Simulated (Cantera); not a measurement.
Input: 1 mol SiCl4, 0.28 mol Cl2, 45 mol N2, at 1000 Pa.

Method: chemical equilibrium by Gibbs-energy minimisation in Cantera with the NASA 1993 tables (ideal gas, pure condensed phases). Candidate condensed phases: Si, Si3N4; 13 gas species. The tables' values for SiCl3 are old estimates; treat these amounts as uncertain. Equilibrium is a limit: real reactors are often held back by kinetics, nucleation or transport. All values below are at 1425 K.

Base state: N2 0.967, SiCl4 0.0214, Cl 0.0103, Cl2 0.000901, SiCl3 7.12e-5 (mole fractions); condensed: gas only.

Question: What changes in the equilibrium state with this change: pressure from 1000 Pa to 16000 Pa?

Answer: 
```csv
species,before,after
N2,0.967,0.970
SiCl4,0.0214,0.0215
Cl,0.0103,0.00508
Cl2,0.000901,0.00350
SiCl3,7.12e-5,9.08e-6
```
